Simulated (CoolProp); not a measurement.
A Linde-Hampson liquefier for normal hydrogen: isothermal reversible compression at 200 K from 1 atm to 10 MPa, throttling to 1 atm, return gas leaving the recuperator 10 K below the feed. Each further row changes one setting.

Computed with CoolProp (reference Helmholtz-energy equation of state, Leachman 2009).

| case | compression work (kJ/kg of gas) |
|---|---|
| as stated | 3850 |
| high pressure 20 MPa | 4480 |
| warm-end temperature 230 K | 4420 |
| warm-end gap 15 K | 3850 |
